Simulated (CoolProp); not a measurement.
Vapour-liquid equilibrium of R134a (1) + methanol (2) at 271.2 K; x and y are mole fractions of (1).

Model: multi-fluid Helmholtz-energy mixture model, Tillner-Roth 1994 and de Reuck 1993; pair parameters Bell 2016, in CoolProp.

| x | bubble pressure (kPa) | y at the bubble point | dew pressure at overall composition x (kPa) | liquid density (mol/L) |
|---|---|---|---|---|
| 0.05 | 57.54 | 0.939 | 3.772 | 24.43 |
| 0.15 | 119.7 | 0.971 | 4.212 | ? |
| 0.25 | 149.9 | 0.978 | 4.770 | 21.21 |
| 0.35 | 166.6 | 0.981 | 5.500 | 19.80 |
| 0.45 | 178.4 | 0.982 | 6.496 | 18.49 |
| 0.55 | 189.5 | 0.984 | 7.935 | 17.29 |
| 0.65 | ? | ? | 10.19 | 16.16 |
| 0.75 | 217.3 | 0.989 | ? | 15.12 |
| 0.85 | 236.1 | 0.993 | 23.71 | 14.13 |
| 0.95 | 259.2 | 0.997 | 70.18 | 13.20 |

### Question
Complete the blanks.

### Answer

- 0.15, liquid density (mol/L): 22.75
- 0.65, bubble pressure (kPa): 202.1
- 0.65, y at the bubble point: 0.986
- 0.75, dew pressure at overall composition x (kPa): 14.26

No azeotrope shows between x = 0.05 and 0.95.

Pair parameters are fitted to limited data, so mixtures are less certain than the pure fluids. With so large a gap from Raoult's law the liquid may split in two, which this calculation doesn't test in full.
